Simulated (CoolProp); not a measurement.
Vapour-liquid equilibrium of hydrogen sulfide (1) + toluene (2) at 64.45 °C; x and y are mole fractions of (1).

Model: multi-fluid Helmholtz-energy mixture model, Lemmon 2006 and Lemmon 2006; pair parameters Bell 2016, in CoolProp.

**Question.** Give the bubble pressure and the first vapour's composition at x = 0.05, 0.35, 0.95. Is there an azeotrope?

**Answer.** x = 0.05: 2.273 bar, y = 0.902; x = 0.35: 12.75 bar, y = 0.983; x = 0.95: 43.80 bar, y = 0.999. No azeotrope shows between x = 0.05 and 0.95.

Pair parameters are fitted to limited data, so mixtures are less certain than the pure fluids.
